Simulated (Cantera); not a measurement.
A closed system holds: 1 mol Si, 0.079 mol O2, 2 mol H2, held at 210000 Pa.

These are equilibrium values from Cantera (NASA tables, ideal gas, pure condensed phases), not measurements of a reactor. Candidate condensed phases: H2O, Si, SiO2; 18 gas species. Each liquid is taken as pure. Mutual solubility and eutectic melting of coexisting phases are not modelled. The tables hold silica as quartz up to 1696 K and as liquid above; real silica turns to tridymite and cristobalite and melts near 1996 K. Gases not in the tables: Si2H6 and higher silanes. Equilibrium is a limit: real reactors are often held back by kinetics, nucleation or transport. All values below are at 1800 K.

Base state: H2 0.980, SiO 0.0201, H 0.000245, H2O 5.10e-5, SiH2 2.93e-5 (mole fractions); condensed: Si(l) + SiO2(condensed).

Q: What changes in the equilibrium state with this change: 0.056 mol CO2 added?

A: 
| species | before | after |
|---|---|---|
| H2 | 0.980 | 0.977 |
| SiO | 0.0201 | 0.0201 |
| CO | 0 | 0.00209 |
| CH4 | 0 | 3.72e-5 |
| H2O | 5.10e-5 | 5.09e-5 |
| SiH2 | 2.93e-5 | 2.93e-5 |
| H | 0.000245 | 0.000244 |
| Si(l), mol | 0.901 | 0.795 |
| SiO2(condensed), mol | 0.0585 | 0.112 |
| SiC(s), mol | 0 | 0.0516 |
Further candidate phases: C, C6H6, C7H8, C8H18, SiC.
